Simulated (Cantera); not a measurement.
A Cantera script and what it prints.

```python
import numpy as np
import cantera as ct

gas_names = """
    CL2 Fe2CL6 TiCL4
""".split()
cond_names = """
    Fe(a) Fe(c) Fe(d) Fe(L) Ti(a) Ti(b) Ti(L) TiCL3(s)
""".split()


def load(file, names, dense=False):
    # The tables refer to 1 bar. Condensed volumes are neglected.
    table = {s.name: s for s in ct.Species.list_from_file(file)}
    out = []
    for n in names:
        d = dict(table[n].input_data)
        d["thermo"] = dict(d["thermo"], **{"reference-pressure": 1e5})
        if dense:
            d["equation-of-state"] = {"model": "constant-volume", "density": "1e6 g/cm^3"}
        out.append(ct.Species.from_dict(d))
    return out


species = {s.name: s for s in load("nasa_gas.yaml", gas_names) + load("nasa_condensed.yaml", cond_names)}
# Each term lists the table entries of one substance; the one whose range holds T is used.
reactions = {
    '0.6667 Fe + Cl2(g) = 0.3333 Fe2Cl6(g)':
        [(-0.6666666666666666, ['Fe(a)', 'Fe(c)', 'Fe(d)', 'Fe(L)']), (-1, ['CL2']), (0.3333333333333333, ['Fe2CL6'])],
    '0.5 Ti + Cl2(g) = 0.5 TiCl4(g)':
        [(-0.5, ['Ti(a)', 'Ti(b)', 'Ti(L)']), (-1, ['CL2']), (0.5, ['TiCL4'])],
    '0.6667 Ti + Cl2(g) = 0.6667 TiCl3':
        [(-0.6666666666666666, ['Ti(a)', 'Ti(b)', 'Ti(L)']), (-1, ['CL2']), (0.6666666666666666, ['TiCL3(s)'])],
}


def pick(names, T):
    return next(species[n] for n in names if species[n].thermo.min_temp <= T <= species[n].thermo.max_temp)


results = []
for label, terms in reactions.items():
    print(label)
    print("     T/K   dH/kJ  dS/(J/K)   dG/kJ   log10 K")
    for T in [400, 475, 550, 625, 700, 775, 850, 925]:
        used = [(nu, pick(names, T)) for nu, names in terms]
        dH = sum(nu * s.thermo.h(T) for nu, s in used) / 1e6
        dS = sum(nu * s.thermo.s(T) for nu, s in used) / 1e3
        dG = dH - T * dS / 1e3
        logK = -dG * 1e6 / (ct.gas_constant * T * np.log(10))
        results.append((label, T, dH, dS, dG, logK, [s.name for _, s in used]))
        print(f"{T:8g} {dH:8.1f} {dS:8.1f} {dG:8.1f} {logK:8.2f}")
```

It prints:

```
0.6667 Fe + Cl2(g) = 0.3333 Fe2Cl6(g)
     T/K   dH/kJ  dS/(J/K)   dG/kJ   log10 K
     400   -217.5    -60.4   -193.3    25.24
     475   -217.1    -59.6   -188.8    20.76
     550   -216.9    -59.1   -184.4    17.51
     625   -216.7    -58.8   -179.9    15.04
     700   -216.6    -58.6   -175.5    13.10
     775   -216.6    -58.6   -171.1    11.53
     850   -216.7    -58.8   -166.7    10.25
     925   -217.0    -59.1   -162.3     9.17
0.5 Ti + Cl2(g) = 0.5 TiCl4(g)
     T/K   dH/kJ  dS/(J/K)   dG/kJ   log10 K
     400   -381.4    -60.6   -357.2    46.65
     475   -381.3    -60.3   -352.7    38.78
     550   -381.2    -60.0   -348.2    33.07
     625   -381.1    -59.8   -343.7    28.72
     700   -381.0    -59.7   -339.2    25.31
     775   -380.9    -59.6   -334.7    22.56
     850   -380.8    -59.5   -330.3    20.29
     925   -380.8    -59.5   -325.8    18.40
0.6667 Ti + Cl2(g) = 0.6667 TiCl3
     T/K   dH/kJ  dS/(J/K)   dG/kJ   log10 K
     400   -479.8   -146.4   -421.2    55.01
     475   -478.8   -144.2   -410.3    45.12
     550   -477.9   -142.4   -399.6    37.95
     625   -477.0   -140.8   -389.0    32.51
     700   -476.0   -139.4   -378.5    28.24
     775   -475.1   -138.1   -368.1    24.81
     850   -474.1   -136.9   -357.7    21.98
     925   -473.2   -135.9   -347.5    19.62
```

Standard-state values (1 bar) from the NASA 1993 polynomials, evaluated with Cantera. Condensed species are held in their standard states even where they would react or evaporate.
